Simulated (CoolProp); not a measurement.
Vapour-liquid equilibrium of cyclopropane (1) + R134a (2) at 19.55 °C; x and y are mole fractions of (1).

Computed with CoolProp (multi-fluid Helmholtz-energy mixture model, Polt 1992 and Tillner-Roth 1994; pair parameters Bell 2016). This equation is an older, rougher fit; its heat capacities, sound speeds and derivatives of the liquid may be far off and weren't checked against measurements.

```tsv
x	bubble pressure, mixture model (kPa)	bubble pressure, Raoult's law (kPa)	y, mixture model	y, Raoult's law
0.05	618.6	566.8	0.120	0.055
0.15	701.7	572.8	0.280	0.163
0.25	755.7	578.8	0.382	0.269
0.35	788.2	584.8	0.453	0.373
0.45	805.4	590.7	0.508	0.475
0.55	811.4	596.7	0.556	0.575
0.65	807.4	602.7	0.603	0.673
0.75	791.1	608.7	0.661	0.768
0.85	754.7	614.7	0.742	0.862
0.95	682.1	620.7	0.882	0.955
```

The largest gap from Raoult's law is +36.3 % in bubble pressure, at x = 0.45. y crosses x between x = 0.55 and 0.65: the model has an azeotrope there.

Pair parameters are fitted to limited data, so mixtures are less certain than the pure fluids.
